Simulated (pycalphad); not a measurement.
**Effect of Si content in Mg-Si-Al**

CALPHAD calculation (pycalphad, COST 507 light-alloy database (1999)), 1 atm. The database dates from 1999; later assessments differ in places, in temperatures and in the compounds included. Phase fractions are per mole of atoms.

### Question
One of these alloys has its liquidus at 911 K, its solidus at 775 K, and holds HCP_A3 0.95, MG2SI 0.05 at 750 K. Which?
A. Mg-2.12Si-6.77Al (at.%)
B. Mg-0.53Si-6.77Al (at.%)
C. Mg-0.13Si-6.77Al (at.%)
D. Mg-0.8Si-6.77Al (at.%)
E. Mg-1.59Si-6.77Al (at.%)

### Answer
E, Mg-1.59Si-6.77Al (at.%). The others: Mg-0.13Si-6.77Al (at.%), liquidus 883, solidus 781; Mg-0.53Si-6.77Al (at.%), liquidus 880, solidus 779; Mg-0.8Si-6.77Al (at.%), liquidus 878, solidus 778; Mg-2.12Si-6.77Al (at.%), liquidus 940, solidus 773

Database names, with the compositions (at.%) that they take in these runs: MG2SI: Mg 67 Si 33. HCP_A3 is hcp.
